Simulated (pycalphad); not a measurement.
Source of the numbers: pycalphad with the COST 507 light-alloy database (1999); pressure 1 atm. The data set is of 1999 and partly superseded. Diffusion is slow at the low end, where real alloys seldom reach equilibrium.

**Question.** How does the equilibrium phase assembly of Cu-0.0575Si (wt.%) change on cooling from 1977 °C to 252 °C?

**Answer.** 
```json
[
 {"T (°C)": "1083.6", "phases above": "LIQUID", "phases below": "FCC_A1 + LIQUID"},
 {"T (°C)": "1081.8", "phases above": "FCC_A1 + LIQUID", "phases below": "FCC_A1"}
]
```
Changes were sought between steps of 75 K, so a narrower field can be missed.

FCC_A1 is fcc.
